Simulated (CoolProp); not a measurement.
Saturation properties of oxygen (Tc = -118.6 °C, pc = 5.046 MPa, ω = 0.022).

Values from CoolProp's reference Helmholtz-energy equation of state, Schmidt 1985.

```tsv
T (°C)	p (MPa)	enthalpy of vaporisation (kJ/kg)	surface tension (mN/m)	liquid viscosity (µPa s)	vapour viscosity (µPa s)	liquid conductivity (mW/(m K))
-154.55	0.9417	176.1	…	100	9.30	109
-152.15	1.083	171.8	5.92	95.3	9.52	106
-149.65	1.245	167.1	…	90.1	9.76	102
-147.15	…	162.0	4.86	85.1	10.0	98.5
-144.65	1.622	156.6	4.34	…	10.3	94.8
-142.15	1.838	150.7	3.84	…	10.6	91.2
-139.65	2.074	144.4	3.35	71.3	10.9	87.6
-137.15	2.330	137.6	2.87	67.0	11.2	84.0
-134.65	2.609	130.1	2.40	62.7	11.6	…
-132.15	2.912	121.7	1.95	…	12.0	76.8
-129.65	3.239	112.3	1.52	54.4	12.5	73.2
-127.15	3.593	101.5	1.11	50.2	…	69.6
-124.65	3.975	88.58	0.730	45.7	14.0	66.1
```

**Question.** Some entries are withheld; supply them.

**Answer.** 
- -154.55, surface tension (mN/m): 6.44
- -149.65, surface tension (mN/m): 5.39
- -147.15, p (MPa): 1.425
- -144.65, liquid viscosity (µPa s): 80.4
- -142.15, liquid viscosity (µPa s): 75.7
- -134.65, liquid conductivity (mW/(m K)): 80.4
- -132.15, liquid viscosity (µPa s): 58.6
- -127.15, vapour viscosity (µPa s): 13.2

It boils at -183.0 °C under 1 atm.

Viscosity comes from a separate model (Lemmon 2004). Thermal conductivity comes from a separate model (Lemmon 2004). Surface tension comes from a separate correlation (Mulero 2012).
